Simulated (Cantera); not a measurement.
Input (Python, Cantera):

```python
import numpy as np
import cantera as ct

gas = ct.Solution("gri30.yaml")


def delay(T, t_max=10):
    gas.TPX = T, 500000, {'CH4': 1, 'C2H6': 0.06, 'C3H8': 0.057, 'O2': 1.19, 'N2': 4.47, 'H2O': 0.26}
    reactor = ct.IdealGasReactor(gas, clone=False)
    net = ct.ReactorNet([reactor])
    net.rtol, net.atol = 1e-8, 1e-16
    while net.time < t_max:
        t_old, T_old = net.time, reactor.T
        net.step()
        if reactor.T > T + 400:  # ignition: a rise of 400 K
            return t_old + (T + 400 - T_old) / (reactor.T - T_old) * (net.time - t_old)
    return np.nan


taus = []
for T in [1150, 1250, 1350, 1450, 1550, 1650, 1750, 1850]:
    taus.append(delay(T))
    print(f"T0 = {T:6g} K   tau = {taus[-1]:.4e} s")
```

Output:

```
T0 =   1150 K   tau = 5.4970e-03 s
T0 =   1250 K   tau = 1.5539e-03 s
T0 =   1350 K   tau = 4.4925e-04 s
T0 =   1450 K   tau = 1.4701e-04 s
T0 =   1550 K   tau = 5.6383e-05 s
T0 =   1650 K   tau = 2.5117e-05 s
T0 =   1750 K   tau = 1.2749e-05 s
T0 =   1850 K   tau = 7.2440e-06 s
```

Cantera simulation using GRI-Mech 3.0 (53 species, 325 reactions); the numbers are that mechanism's predictions, not measurements.
